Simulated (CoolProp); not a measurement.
Computed with CoolProp (reference Helmholtz-energy equation of state, Younglove 1994). It is a modified Benedict-Webb-Rubin equation, recast in Helmholtz form.

For R123, give the phase and the Z, viscosity (µPa s) at 181.85 °C and 8770 kPa; 208.85 °C and 8770 kPa; 226.85 °C and 8770 kPa.


- 181.85 °C and 8770 kPa: liquid; Z 0.346, viscosity 110
- 208.85 °C and 8770 kPa: supercritical; Z 0.375, viscosity 85.1
- 226.85 °C and 8770 kPa: supercritical; Z 0.410, viscosity 70.3

Viscosity comes from a separate model (Tanaka 1996).
